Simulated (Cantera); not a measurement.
A closed system holds: 1 mol SiH₂Cl₂, 0.25 mol H₂O, 93 mol H₂, held at 7.80 mbar.

Equilibrium computed with Cantera from the NASA thermochemical tables; the gas is ideal and each condensed phase is pure. Candidate condensed phases: H₂O, Si, SiO₂; 30 gas species. Mutual solubility and eutectic melting of coexisting phases are not modelled. The tables hold silica as quartz up to 1696 K and as liquid above; real silica turns to tridymite and cristobalite and melts near 1996 K. Gases not in the tables: Si₂H₆ and higher silanes. The numbers say what is thermodynamically allowed, not how fast it happens.

Task: Which condensed phases are stable at each of these points (T (K)): 673, 773, 873, 973, 1073, 1173, 1273, 1373, 1473, 1573, 1673, 1773, 1873?

Result: 
```
T (K)        condensed phases  Si condensed (%)
-----  ----------------------  ----------------
673    Si(s) + SiO₂(α-quartz)              46.3
773    Si(s) + SiO₂(α-quartz)              49.4
873    Si(s) + SiO₂(β-quartz)              58.0
973    Si(s) + SiO₂(β-quartz)              73.7
1073   Si(s) + SiO₂(β-quartz)              87.5
1173   Si(s) + SiO₂(β-quartz)              90.5
1273   Si(s) + SiO₂(β-quartz)              85.9
1373                    Si(s)              64.9
1473                    Si(s)              64.2
1573                    Si(s)              63.4
1673                    Si(s)              62.2
1773                    Si(l)              60.5
1873                    Si(l)              51.9
```

From 673 K to 773 K the condensed part is Si(s) + SiO₂(α-quartz). From 873 K to 1273 K the condensed part is Si(s) + SiO₂(β-quartz). From 1373 K to 1673 K the condensed part is Si(s). From 1773 K to 1873 K the condensed part is Si(l).
